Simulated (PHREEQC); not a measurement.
4 g of hydrous ferric oxide (600 m²/g; 0.2 weak and 0.005 strong sites per Fe, Dzombak-Morel constants, diffuse double layer) in 1 kg of water with 0.01 mol/kgw of an inert sodium salt and 0.0015 mol MgCl2, at 25 °C; the pH is set by adding NaOH or the inert anion's acid. Oxygen alone is held at its pressure in air (log pO2 = -0.68). The system is closed to CO2. Nothing may precipitate in this run.

All values are PHREEQC results (ion-association model, wateq4f.dat), not measurements.

| pH | Mg sorbed (%) | surface charge σ (C/m²) | surface potential ψ (mV) |
|---|---|---|---|
| 3 | 0.0 | 0.341 | 191 |
| 3.67 | 0.0 | 0.283 | 184 |
| 4.33 | 0.0 | 0.204 | 169 |
| 5 | 0.0 | 0.131 | 148 |
| 5.67 | 0.0 | 0.078 | 122 |
| 6.33 | 0.6 | 0.043 | 93 |
| 7 | 9.1 | 0.021 | 61 |
| 7.67 | 55.5 | 0.010 | 34 |
| 8.33 | 93.8 | 0.002 | 6 |
| 9 | 99.6 | -0.008 | -29 |
| 9.67 | 100.0 | -0.022 | -64 |
| 10.33 | 100.0 | -0.044 | -97 |
| 11 | 100.0 | -0.081 | -125 |

Complexes and solids missing from the database can't appear. The oxide is taken as insoluble; below pH 4 it would dissolve.
